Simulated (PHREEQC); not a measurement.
PHREEQC input (ion-association model, phreeqc.dat):

```
SOLUTION 1
  temp 25
  units mol/kgw
  pH 7 charge
  Cl 0.046
  K 0.046
END
SELECTED_OUTPUT 1
  -reset false
  -pH true
  -pe true
  -ionic_strength true
  -water true
  -totals Cl K Hdg
  -molalities H+ K+ Cl- OH-
  -saturation_indices Sylvite
USER_PUNCH 1
  -headings p_Hdg(g) phi_Hdg(g) p_H2O(g) phi_H2O(g) density
  10 PUNCH PR_P("Hdg(g)"), PR_PHI("Hdg(g)"), PR_P("H2O(g)"), PR_PHI("H2O(g)"), RHO
PRINT
  -reset false
USE solution 1
REACTION_TEMPERATURE 1
  10
GAS_PHASE 1
  -fixed_pressure
  -pressure 30
  -temperature 10
  -volume 20
  Hdg(g) 30
  H2O(g) 0
END
# ... the last block is repeated for the other 8 points of T (°C)
```

Selected output (columns that matter, 9 of 9 rows; T (°C) added in front):

```
T (°C)	pH	mu	Cl	K	Hdg	m_H+	m_K+	m_Cl-	si_Sylvite	p_Hdg(g)	phi_Hdg(g)	p_H2O(g)	phi_H2O(g)	density
10	7.2499	0.04601	0.04601	0.04601	0.025429	6.5393e-08	0.04601	0.04601	-3.6708	29.986	1.0079	0.014322	0.87564	1.0026
20	7.0667	0.046018	0.046018	0.046018	0.023583	9.9929e-08	0.046018	0.046018	-3.7259	29.973	1.0081	0.026791	0.88504	1.0011
30	6.9011	0.046032	0.046032	0.046032	0.022336	1.4666e-07	0.046032	0.046032	-3.778	29.952	1.0083	0.047916	0.89338	0.99849
40	6.7511	0.046053	0.046053	0.046053	0.021541	2.0768e-07	0.046053	0.046053	-3.8272	29.918	1.0084	0.082292	0.90072	0.99504
50	6.6151	0.046085	0.046085	0.046085	0.021098	2.8484e-07	0.046085	0.046085	-3.8736	29.864	1.0085	0.13624	0.9071	0.99086
60	6.4918	0.046133	0.046132	0.046132	0.020939	3.7961e-07	0.046132	0.046132	-3.9176	29.782	1.0085	0.21816	0.91252	0.98604
70	6.3797	0.046201	0.046201	0.046201	0.021013	4.9299e-07	0.046201	0.046201	-3.9591	29.661	1.0086	0.3389	0.91697	0.98064
80	6.278	0.046298	0.046297	0.046297	0.021281	6.2537e-07	0.046297	0.046297	-3.9983	29.488	1.0086	0.51214	0.92043	0.97471
90	6.1857	0.046431	0.04643	0.04643	0.02171	7.765e-07	0.04643	0.04643	-4.0352	29.245	1.0087	0.75465	0.92287	0.96828
```

Species that the database lacks are ignored. Away from 25 °C the constants follow the database's enthalpies or fits; those with neither stay at their 25 °C values.
